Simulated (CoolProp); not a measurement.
A Linde-Hampson liquefier for ethylene: isothermal reversible compression at 320 K from 1 atm to 10 MPa, throttling to 1 atm, return gas leaving the recuperator 2 K below the feed. Each further row changes one setting.

Model: reference Helmholtz-energy equation of state, Smukala 2000, in CoolProp.

| case | liquid yield per pass | compression work (kJ/kg of gas) |
|---|---|---|
| as stated | (withheld) | 386 |
| high pressure 20 MPa | (withheld) | (withheld) |
| warm-end temperature 350 K | (withheld) | (withheld) |
| warm-end gap 7 K | (withheld) | 386 |

Task: What belongs in the gaps?

Result: 
- as stated, liquid yield per pass: 0.317
- high pressure 20 MPa, liquid yield per pass: 0.414
- high pressure 20 MPa, compression work (kJ/kg of gas): 418
- warm-end temperature 350 K, liquid yield per pass: 0.197
- warm-end temperature 350 K, compression work (kJ/kg of gas): 440
- warm-end gap 7 K, liquid yield per pass: 0.309
